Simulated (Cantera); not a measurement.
Charge: 1 mol SiCl4, 5.2 mol HCl, 5.3 mol H2, at 1025 °C and 1 atm.

Equilibrium computed with Cantera from the NASA thermochemical tables; the gas is ideal and each condensed phase is pure. The tables' values for SiCl3 are old estimates; treat these amounts as uncertain. The numbers say what is thermodynamically allowed, not how fast it happens.

| species | before | after |
|---|---|---|
| HCl | 0.458 | 0.463 |
| H2 | 0.456 | 0.451 |
| SiCl4 | 0.0812 | 0.0759 |
| SiCl2 | 0.000230 | 0.00210 |
| SiCl3 | 0.00177 | 0.00517 |
| SiH2Cl2 | 2.31e-5 | 2.07e-5 |
| SiHCl3 | 0.00365 | 0.00334 |
Gas species are given as mole fractions.

### Question
What was changed between the two runs?
A. temperature from 1025 °C to 275 °C
B. pressure from 1 atm to 0.100 bar
C. HCl from 5.2 to 1.2 mol
D. temperature from 1025 °C to 600 °C

### Answer
B, pressure from 1 atm to 0.100 bar
